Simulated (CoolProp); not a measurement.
The numbers come from the reference Helmholtz-energy equation of state, Schmidt 1985 in CoolProp.

### Question
Give the vapour pressure (kPa), liquid cp (kJ/(kg K)), vapour Z, liquid conductivity (mW/(m K)) of saturated oxygen at 109.9, 112.5, 117.8 K.

### Answer
```json
[
 {"T (K)": "109.9", "p (kPa)": "540", "liquid cp (kJ/(kg K))": "1.81", "vapour Z": "0.894", "liquid conductivity (mW/(m K))": "122"},
 {"T (K)": "112.5", "p (kPa)": "643", "liquid cp (kJ/(kg K))": "1.83", "vapour Z": "0.880", "liquid conductivity (mW/(m K))": "118"},
 {"T (K)": "117.8", "p (kPa)": "898", "liquid cp (kJ/(kg K))": "1.89", "vapour Z": "0.849", "liquid conductivity (mW/(m K))": "110"}
]
```

Thermal conductivity comes from a separate model (Lemmon 2004).
